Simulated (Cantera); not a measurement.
Feed: 1 mol CH₃SiCl₃, 1.2 mol C₂H₂, 2.7 mol H₂, at 0.100 bar.

Method: chemical equilibrium by Gibbs-energy minimisation in Cantera with the NASA 1993 tables (ideal gas, pure condensed phases). Candidate condensed phases: C, C₆H₆, C₇H₈, C₈H₁₈, Si, SiC; 109 gas species. The feed counts by its element totals alone. Gases not in the tables: Si₂H₆ and higher silanes. Equilibrium is a limit: real reactors are often held back by kinetics, nucleation or transport.

### Question
What share of the Si ends up in condensed phases as a function of T (K), at 1825, 1875, 1925, 1975, 2025, 2075, 2125, 2175, 2225, 2275, 2325, 2375, 2425?

### Answer
```json
[
 {"T (K)": "1825", "Si condensed (%)": "84.6", "as": "SiC(s)"},
 {"T (K)": "1875", "Si condensed (%)": "82.9", "as": "SiC(s)"},
 {"T (K)": "1925", "Si condensed (%)": "81.1", "as": "SiC(s)"},
 {"T (K)": "1975", "Si condensed (%)": "79.3", "as": "SiC(s)"},
 {"T (K)": "2025", "Si condensed (%)": "77.4", "as": "SiC(s)"},
 {"T (K)": "2075", "Si condensed (%)": "75.5", "as": "SiC(s)"},
 {"T (K)": "2125", "Si condensed (%)": "73.6", "as": "SiC(s)"},
 {"T (K)": "2175", "Si condensed (%)": "71.5", "as": "SiC(s)"},
 {"T (K)": "2225", "Si condensed (%)": "69.4", "as": "SiC(s)"},
 {"T (K)": "2275", "Si condensed (%)": "67.0", "as": "SiC(s)"},
 {"T (K)": "2325", "Si condensed (%)": "64.2", "as": "SiC(s)"},
 {"T (K)": "2375", "Si condensed (%)": "60.8", "as": "SiC(s)"},
 {"T (K)": "2425", "Si condensed (%)": "56.2", "as": "SiC(s)"}
]
```
